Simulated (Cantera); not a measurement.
What does this Cantera script print?

```python
import numpy as np
import cantera as ct

gas_names = """
    H H2 N NH NH2 NH3 N2 N2H2 N2H4 Ni
""".split()
cond_names = """
    Ni(cr) Ni(L)
""".split()


# ... load() reads the species with a 1 bar reference pressure and builds the phases ...
atoms = {
    'Ni': {'Ni': 1},
    'NH3': {'N': 1, 'H': 3},
    'H2': {'H': 2},
}
top_T = {}  # K; cautious upper limits of use, not melting points


# ... equilibrate(T, P, feed) seeds the gas with the atoms and calls Mixture.equilibrate('TP', solver="vcs", rtol=1e-11, max_steps=5000) ...
results = []
feed = {'Ni': 1, 'NH3': 0.77, 'H2': 15}  # mol
T = 1748  # K
P = 1100000  # Pa
mix = equilibrate(T, P, feed)
results.append((T, P, feed, dict(zip(mix.species_names, mix.species_moles))))
x = sorted(zip(gas.X, gas.species_names), reverse=True)
print(f"T = {T:g} K  P = {P:g} Pa  gas = {mix.phase_moles(0):.4g} mol")
print("   x: " + "  ".join(f"{s} {v:.3e}" for v, s in x if v > 1e-06))
print("   condensed (mol): " + ("  ".join(f"{mix.phase(i).name} {mix.phase_moles(i):.4g}"
      for i in range(1, mix.n_phases) if mix.phase_moles(i) > 1e-12) or "none"))
```

It prints:

```
T = 1748 K  P = 1.1e+06 Pa  gas = 16.54 mol
   x: H2 9.766e-01  N2 2.325e-02  H 6.808e-05  NH3 5.283e-05
   condensed (mol): Ni(L) 1
```

These are equilibrium values from Cantera (NASA tables, ideal gas, pure condensed phases), not measurements of a reactor.
